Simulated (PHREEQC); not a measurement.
Copper plating or etch bath: speciation

Consider water at 20 °C with 0.15 mol/kgw CuSO4, 0.00066 mol/kgw HCl and 0.0031 mol/kgw H3BO3. Closed to the air; pH follows from the charge balance.

The numbers come from PHREEQC with the ion-association model, wateq4f.dat.

```
Property                 Result
----------------  -------------
pH                         3.74
ionic strength    0.297 mol/kgw
total alkalinity  -0.660 meq/kg
```

```tsv
species	molality	activity	log γ
CuSO4	0.0756	0.0810	0.030
Cu+2	0.0744	0.0218	-0.532
SO4-2	0.0740	0.0188	-0.594
H3BO3	0.00310	0.00332	0.030
Cl-	0.000631	0.000432	-0.165
HSO4-	0.000430	0.000302	-0.153
H+	0.000235	0.000184	-0.106
CuCl+	2.86e-5	1.98e-5	-0.161
CuOH+	1.71e-6	1.18e-6	-0.161
Cu2(OH)2+2	1.26e-6	3.69e-7	-0.533
H2BO3-	1.47e-8	9.47e-9	-0.191
Cu(OH)2	1.25e-8	1.34e-8	0.030
CuCl2	4.05e-9	4.34e-9	0.030
```

This is a speciation only: nothing precipitates in the calculation.
